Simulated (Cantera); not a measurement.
Charge: 1 mol Si3N4, 0.14 mol N2O, 5.1 mol N2, a varied amount of H2O, held at 998 K and 0.330 bar.

Method: chemical equilibrium by Gibbs-energy minimisation in Cantera with the NASA 1993 tables (ideal gas, pure condensed phases). Candidate condensed phases: H2O, Si, SiO2, Si2N2O, Si3N4; 35 gas species. Equilibrium is a limit: real reactors are often held back by kinetics, nucleation or transport.

Which condensed phases are stable at each of these points (n(H2O) (mol)): 0.0093, 0.015, 0.024, 0.038, 0.06, 0.095, 0.15, 0.24, 0.38, 0.61, 0.97, 1.5, 2.4?


```csv
n(H2O) (mol),condensed phases,Si condensed (%)
0.0093,Si2N2O(s) + Si3N4(s),100.0
0.015,Si2N2O(s) + Si3N4(s),100.0
0.024,Si2N2O(s) + Si3N4(s),100.0
0.038,Si2N2O(s) + Si3N4(s),100.0
0.06,Si2N2O(s) + Si3N4(s),100.0
0.095,Si2N2O(s) + Si3N4(s),100.0
0.15,Si2N2O(s) + Si3N4(s),100.0
0.24,Si2N2O(s) + Si3N4(s),100.0
0.38,Si2N2O(s) + Si3N4(s),100.0
0.61,Si2N2O(s) + Si3N4(s),100.0
0.97,Si2N2O(s) + Si3N4(s),100.0
1.5,SiO2(β-quartz) + Si2N2O(s),100.0
2.4,SiO2(β-quartz) + Si2N2O(s),100.0
```

From 0.0093 mol H2O to 0.97 mol H2O the condensed part is Si2N2O(s) + Si3N4(s). From 1.5 mol H2O to 2.4 mol H2O the condensed part is SiO2(β-quartz) + Si2N2O(s).
